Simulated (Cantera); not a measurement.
A perfectly stirred reactor is fed with H2 : O2 = 0.32 : 1 (molar parts), equivalence ratio 0.16, at 3.45 Torr; it is held at 1150 K, and followed from long to short residence time.

Model: GRI-Mech 3.0 (53 species, 325 reactions), integrated in Cantera. Radical loss at walls, strong at low pressure, is not modelled. The temperature is held fixed by assumption; the heat of reaction is taken as removed at once.

Problem. What does this change do: 0.1 parts H2O added?

Solution. 
| quantity | before | after |
|---|---|---|
| x(H2) at τ = 4.80 s | 0.000888 | 0.000921 |
| x(O2) at τ = 4.80 s | 0.720 | 0.663 |
| x(H) at τ = 4.80 s | 0.000976 | 0.000835 |
| x(H2O) at τ = 4.80 s | 0.272 | 0.330 |
| x(O) at τ = 4.80 s | 0.00350 | 0.00280 |
| x(H2) at τ = 58.0 ms | 0.0110 | 0.0117 |
| x(O2) at τ = 58.0 ms | 0.670 | 0.625 |
| x(H) at τ = 58.0 ms | 0.0468 | 0.0411 |
| x(H2O) at τ = 58.0 ms | 0.220 | 0.278 |
| x(O) at τ = 58.0 ms | 0.0445 | 0.0365 |

Problem. What does this change do: O2 1 to 0.42 parts?

Solution. 
```
quantity                 before    after
---------------------  --------  -------
x(H2) at τ = 4.80 s    0.000888  0.00224
x(O2) at τ = 4.80 s       0.720    0.445
x(H) at τ = 4.80 s     0.000976  0.00175
x(H2O) at τ = 4.80 s      0.272    0.544
x(O) at τ = 4.80 s      0.00350  0.00298
x(H2) at τ = 58.0 ms     0.0110   0.0278
x(O2) at τ = 58.0 ms      0.670    0.413
x(H) at τ = 58.0 ms      0.0468   0.0938
x(H2O) at τ = 58.0 ms     0.220    0.412
x(O) at τ = 58.0 ms      0.0445   0.0425
```

Problem. What does this change do: temperature 1150 to 1373 K?

Solution. 
```
quantity                 before    after
---------------------  --------  -------
x(H2) at τ = 4.80 s    0.000888  0.00130
x(O2) at τ = 4.80 s       0.720    0.715
x(H) at τ = 4.80 s     0.000976  0.00155
x(H2O) at τ = 4.80 s      0.272    0.269
x(O) at τ = 4.80 s      0.00350  0.00687
x(H2) at τ = 58.0 ms     0.0110   0.0121
x(O2) at τ = 58.0 ms      0.670    0.641
x(H) at τ = 58.0 ms      0.0468   0.0521
x(H2O) at τ = 58.0 ms     0.220    0.206
x(O) at τ = 58.0 ms      0.0445   0.0717
```
